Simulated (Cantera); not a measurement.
# Diamond growth

A diamond (100) surface in a fixed gas of H2 with x(CH4) = 0.002, x(H) = 0.00082, x(CH3) = 0.00035, at 948 K; coverages are run to steady state.

Computed with Cantera and the Harris–Goodwin 1993 mechanism for the reconstructed diamond (100) surface.

```
P (Pa)  growth (µm/h)  θ c6HH  θ c6H*  θ c6*H   θ c6**  θ c6HM
------  -------------  ------  ------  ------  -------  ------
460             0.314   0.533  0.0114   0.272  0.00463   0.137
880             0.709   0.512  0.0109   0.261  0.00444   0.162
1700             1.51   0.498  0.0106   0.253  0.00431   0.180
3200             3.00   0.490  0.0104   0.249  0.00424   0.190
6000             5.81   0.485  0.0103   0.246  0.00419   0.196
11000            10.8   0.482  0.0103   0.245  0.00417   0.199
21000            20.8   0.480  0.0102   0.244  0.00416   0.201
40000            39.9   0.480  0.0102   0.243  0.00415   0.202
```
θ: site fractions in the mechanism's names (c6HH fully hydrogenated, c6H* and c6*H radical sites, c6** diradical, c6HM methylated).
